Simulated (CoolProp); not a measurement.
Properties of cis-2-butene along the isotherm 321 K (Tc = 435.8 K, pc = 4236 kPa, ω = 0.202).

Computed with CoolProp (reference Helmholtz-energy equation of state, Lemmon 2005). It is a short technical equation, of lower accuracy than the large ones.

```
p (kPa)   phase  cv (kJ/(kg K))  Joule-Thomson coefficient (K/MPa)  isothermal compressibility (1/MPa)  expansivity (1/kK)  fugacity coefficient
-------  ------  --------------  ---------------------------------  ----------------------------------  ------------------  --------------------
67          gas           1.389                              24.98                               15.16               3.288                0.9848
152         gas           1.405                              25.55                               6.831               3.532                0.9655
347         gas           1.446                              27.27                               3.179               4.250                0.9213
790      liquid           1.582                            -0.2088                            0.003459               2.214                0.4883
1800     liquid           1.582                            -0.2212                            0.003330               2.162                0.2222
4090     liquid           1.582                            -0.2462                            0.003076               2.056                0.1061
9310     liquid           1.583                            -0.2910                            0.002633               1.865               0.05596
21200    liquid           1.588                            -0.3562                            0.002010               1.580               0.03698
```
